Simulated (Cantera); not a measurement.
# Thermodynamics of iron carbonyl, mercury and lead vapours, feed Fe(CO)₅ + O₂ + H₂

Charge: 1 mol Fe(CO)₅, 0.04 mol O₂, a varied amount of H₂, at 1525 K and 0.120 bar.

Equilibrium computed with Cantera from the NASA thermochemical tables; the gas is ideal and each condensed phase is pure. Candidate condensed phases: C, C₆H₆, C₇H₈, C₈H₁₈, Fe, Fe(CO)₅, FeO, Fe(OH)₂, Fe(OH)₃, Fe₂O₃, Fe₃O₄, H₂O; 114 gas species. The numbers say what is thermodynamically allowed, not how fast it happens.

From 0.14 mol H₂ to 80 mol H₂ the condensed part is Fe(γ). The main Fe-bearing gas is Fe throughout.

| n(H₂) (mol) | x CO | x H₂ | x CO₂ | x H₂O | x H | x CH₄ | x Fe | n Fe(γ) |
|---|---|---|---|---|---|---|---|---|
| 0.14 | 0.958 | 0.0262 | 0.0145 | 0.00107 | 1.10e-5 | 7.61e-10 | 2.11e-6 | 1.000 |
| 0.24 | 0.941 | 0.0441 | 0.0136 | 0.00171 | 1.43e-5 | 2.23e-9 | 2.11e-6 | 1.000 |
| 0.4 | 0.914 | 0.0715 | 0.0122 | 0.00258 | 1.83e-5 | 6.12e-9 | 2.11e-6 | 1.000 |
| 0.68 | 0.870 | 0.116 | 0.0104 | 0.00372 | 2.33e-5 | 1.72e-8 | 2.11e-6 | 1.000 |
| 1.2 | 0.799 | 0.189 | 0.00789 | 0.00501 | 2.97e-5 | 5.04e-8 | 2.11e-6 | 1.000 |
| 2 | 0.709 | 0.280 | 0.00554 | 0.00589 | 3.61e-5 | 1.25e-7 | 2.11e-6 | 1.000 |
| 3.3 | 0.599 | 0.391 | 0.00349 | 0.00615 | 4.27e-5 | 2.76e-7 | 2.11e-6 | 1.000 |
| 5.7 | 0.465 | 0.527 | 0.00185 | 0.00563 | 4.96e-5 | 5.72e-7 | 2.11e-6 | 1.000 |
| 9.7 | 0.339 | 0.655 | 0.000878 | 0.00457 | 5.53e-5 | 9.88e-7 | 2.11e-6 | 1.000 |
| 16 | 0.238 | 0.758 | 0.000397 | 0.00341 | 5.95e-5 | 1.44e-6 | 2.11e-6 | 1.000 |
| 28 | 0.151 | 0.846 | 0.000151 | 0.00227 | 6.28e-5 | 1.90e-6 | 2.11e-6 | 1.000 |
| 47 | 0.0961 | 0.902 | 5.86e-5 | 0.00148 | 6.49e-5 | 2.25e-6 | 2.11e-6 | 1.000 |
| 80 | 0.0588 | 0.940 | 2.14e-5 | 0.000922 | 6.62e-5 | 2.50e-6 | 2.11e-6 | 1.000 |
x: gas mole fraction; n: condensed amount in mol.
